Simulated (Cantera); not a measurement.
**Adiabatic ignition**

An adiabatic, constant-pressure homogeneous reactor starts with CH4 : CO : O2 : N2 : H2O = 1 : 0.15 : 8.2 : 47.2 : 2.8 (molar parts), equivalence ratio 0.25, at 1775 K and 1.00 bar.

Computed with Cantera and GRI-Mech 3.0 (53 species, 325 reactions).

```json
[
 {"t (s)": "2.00e-6", "T (K)": "1775", "x CH4": "0.0168", "x CO": "0.00253", "x O2": "0.138", "x H": "2.69e-7", "x O": "3.04e-7", "x H2O2": "6.06e-9", "x C2H2": "<1e-12"},
 {"t (s)": "5.51e-6", "T (K)": "1775", "x CH4": "0.0168", "x CO": "0.00253", "x O2": "0.138", "x H": "3.00e-7", "x O": "4.88e-7", "x H2O2": "1.95e-8", "x C2H2": "<1e-12"},
 {"t (s)": "1.52e-5", "T (K)": "1775", "x CH4": "0.0168", "x CO": "0.00253", "x O2": "0.138", "x H": "3.89e-7", "x O": "7.69e-7", "x H2O2": "4.75e-8", "x C2H2": "3.62e-11"},
 {"t (s)": "4.18e-5", "T (K)": "1775", "x CH4": "0.0167", "x CO": "0.00253", "x O2": "0.138", "x H": "8.76e-7", "x O": "2.00e-6", "x H2O2": "1.04e-7", "x C2H2": "4.67e-9"},
 {"t (s)": "0.000115", "T (K)": "1782", "x CH4": "0.0143", "x CO": "0.00305", "x O2": "0.136", "x H": "3.59e-5", "x O": "3.70e-5", "x H2O2": "1.06e-6", "x C2H2": "3.11e-6"},
 {"t (s)": "0.000317", "T (K)": "2054", "x CH4": "<1e-12", "x CO": "0.00206", "x O2": "0.101", "x H": "0.00134", "x O": "0.00472", "x H2O2": "1.31e-7", "x C2H2": "<1e-12"},
 {"t (s)": "0.000875", "T (K)": "2122", "x CH4": "<1e-12", "x CO": "0.000513", "x O2": "0.102", "x H": "0.000153", "x O": "0.00115", "x H2O2": "7.26e-8", "x C2H2": "<1e-12"},
 {"t (s)": "0.00241", "T (K)": "2135", "x CH4": "<1e-12", "x CO": "0.000235", "x O2": "0.102", "x H": "5.47e-5", "x O": "0.000580", "x H2O2": "7.15e-8", "x C2H2": "<1e-12"},
 {"t (s)": "0.00664", "T (K)": "2135", "x CH4": "<1e-12", "x CO": "0.000228", "x O2": "0.102", "x H": "5.31e-5", "x O": "0.000568", "x H2O2": "7.16e-8", "x C2H2": "<1e-12"},
 {"t (s)": "0.0183", "T (K)": "2135", "x CH4": "<1e-12", "x CO": "0.000228", "x O2": "0.102", "x H": "5.29e-5", "x O": "0.000567", "x H2O2": "7.15e-8", "x C2H2": "<1e-12"},
 {"t (s)": "0.0504", "T (K)": "2134", "x CH4": "<1e-12", "x CO": "0.000227", "x O2": "0.102", "x H": "5.26e-5", "x O": "0.000563", "x H2O2": "7.13e-8", "x C2H2": "<1e-12"},
 {"t (s)": "0.139", "T (K)": "2132", "x CH4": "<1e-12", "x CO": "0.000224", "x O2": "0.102", "x H": "5.17e-5", "x O": "0.000555", "x H2O2": "7.08e-8", "x C2H2": "<1e-12"},
 {"t (s)": "0.383", "T (K)": "2127", "x CH4": "<1e-12", "x CO": "0.000218", "x O2": "0.101", "x H": "4.98e-5", "x O": "0.000536", "x H2O2": "6.96e-8", "x C2H2": "<1e-12"},
 {"t (s)": "1.05", "T (K)": "2122", "x CH4": "<1e-12", "x CO": "0.000211", "x O2": "0.0994", "x H": "4.73e-5", "x O": "0.000512", "x H2O2": "6.80e-8", "x C2H2": "<1e-12"},
 {"t (s)": "2.90", "T (K)": "2119", "x CH4": "<1e-12", "x CO": "0.000208", "x O2": "0.0989", "x H": "4.64e-5", "x O": "0.000503", "x H2O2": "6.74e-8", "x C2H2": "<1e-12"},
 {"t (s)": "8.00", "T (K)": "2119", "x CH4": "<1e-12", "x CO": "0.000208", "x O2": "0.0989", "x H": "4.64e-5", "x O": "0.000503", "x H2O2": "6.74e-8", "x C2H2": "<1e-12"}
]
```
x: mole fraction; the columns are a selection and need not sum to one.

```json
{
  "time_of_steepest_temperature_rise": "0.149 ms",
  "temperature at 8.00 s": "2119 K",
  "equilibrium_temperature": "2119 K",
  "x(CH4) at 8.00 s": "<1e-12 (gas-phase equilibrium <1e-12)",
  "x(CO) at 8.00 s": "0.000208 (gas-phase equilibrium 0.000208)",
  "x(O2) at 8.00 s": "0.0989 (gas-phase equilibrium 0.0989)"
}
```
